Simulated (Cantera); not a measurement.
A perfectly stirred reactor is fed with 2.49 % CH4, 0.773 % C2H6, 0.127 % C3H8, 20.3 % O2, 76.3 % N2, equivalence ratio 0.41, at 1800000 Pa; it is adiabatic with a 625 K inlet, and is followed from long to short residence time, starting on the burning branch (τ in s: 0.17, 0.05, 0.014, 0.0041, 0.0012, 0.00034, 9.7e-05, 2.8e-05, 8e-06).

Model: GRI-Mech 3.0 (53 species, 325 reactions), integrated in Cantera. The pressure lies above the range GRI-Mech 3.0 was tuned for (to about 10 atm).

Task: Predict: blow-out, bracketed by the residence times tried; x(CH4) at τ = 0.170 s; x(C2H6) at τ = 0.170 s; x(C3H8) at τ = 0.170 s; x(CO2) at τ = 0.170 s; x(NO2) at τ = 0.170 s; x(CH4) at τ = 1.20 ms; x(C2H6) at τ = 1.20 ms; x(C3H8) at τ = 1.20 ms; x(CO2) at τ = 1.20 ms; x(NO2) at τ = 1.20 ms.

Result: 
```
Item                                                                            Value
------------------------------------------------  -----------------------------------
blow-out, bracketed by the residence times tried  burning at 1.20 ms, out at 0.340 ms
x(CH4) at τ = 0.170 s                                                         3.94e-6
x(C2H6) at τ = 0.170 s                                                        2.75e-7
x(C3H8) at τ = 0.170 s                                                        4.79e-8
x(CO2) at τ = 0.170 s                                                          0.0439
x(NO2) at τ = 0.170 s                                                         2.74e-8
x(CH4) at τ = 1.20 ms                                                        0.000742
x(C2H6) at τ = 1.20 ms                                                        6.23e-5
x(C3H8) at τ = 1.20 ms                                                        1.00e-5
x(CO2) at τ = 1.20 ms                                                          0.0328
x(NO2) at τ = 1.20 ms                                                         4.67e-8
```
